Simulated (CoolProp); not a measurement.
Values from CoolProp's reference Helmholtz-energy equation of state, Platzer 1990. This equation is an older, rougher fit; its heat capacities, sound speeds and derivatives of the liquid may be far off and weren't checked against measurements.

**Question.** Give the vapour pressure (kPa), surface tension (mN/m), liquid viscosity (µPa s), vapour viscosity (µPa s) of saturated CF4 (R14) at 154.9, 158.1, 193.6 K.

**Answer.** 
```csv
T (K),p (kPa),surface tension (mN/m),liquid viscosity (µPa s),vapour viscosity (µPa s)
154.9,192,10.3,197,9.43
158.1,233,9.71,186,9.67
193.6,1230,3.99,108,12.9
```

Viscosity comes from a separate model (Huber 2003), an estimate that may be off by 10 % or more. Surface tension comes from a separate correlation (Mulero 2012).
